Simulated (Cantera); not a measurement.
An adiabatic, constant-pressure homogeneous reactor starts with CH4 : C2H6 : C3H8 : O2 : N2 : H2O : H2 = 1 : 0.045 : 0.16 : 2.69 : 10.1 : 1.3 : 0.094 (molar parts), equivalence ratio 1.1, at 1575 K and 6.71 atm.

Computed with Cantera and GRI-Mech 3.0 (53 species, 325 reactions). GRI-Mech 3.0 was tuned for natural gas; its chemistry of propane as a main component is partial and can be far from experiment.

One state of this run: T (K) = 2837; x CH4 = <1e-12; x C2H6 = <1e-12; x C3H8 = <1e-12; x OH = 0.0148; x N2O = 8.51e-7; x CO2 = 0.0543; x HCN = 8.20e-9. x: mole fraction; the columns are a selection and need not sum to one.

Question: Which value of t (s) does it belong to?
A) 4.38e-5
B) 1.79e-5
C) 0.0560
D) 7.33e-6

Answer: C, 0.0560
